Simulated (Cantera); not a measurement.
Input: 1 mol PbO, 0.83 mol H₂, held at 0.0100 bar.

Cantera equilibrium calculation (NASA polynomials, part measured and part estimated; ideal gas, pure solids and liquids). Candidate condensed phases: H₂O, Pb, PbO, PbO₂, Pb₃O₄; 12 gas species. Each liquid is taken as pure. Mutual solubility and eutectic melting of coexisting phases are not modelled. Gases not in the tables: (PbO)n polymers. The numbers say what is thermodynamically allowed, not how fast it happens. All values below are at 1298 K.

Base state: H₂O 0.700, Pb 0.256, PbO 0.0436, H₂ 0.000337, Pb₂ 2.39e-5 (mole fractions); condensed: Pb(l) + PbO(l).

Problem. What changes in the equilibrium state with this change: PbO replaced by HgO?

Solution. 
| species | before | after |
|---|---|---|
| Hg | 0 | 0.522 |
| H₂O | 0.700 | 0.433 |
| O₂ | 3.04e-6 | 0.0444 |
| Pb | 0.256 | 0 |
| PbO | 0.0436 | 0 |
| Pb₂ | 2.39e-5 | 0 |
| H₂ | 0.000337 | 1.72e-6 |
| Pb(l), mol | 0.527 | 0 |
| PbO(l), mol | 0.119 | 0 |
Further candidate phases: Hg, HgO.
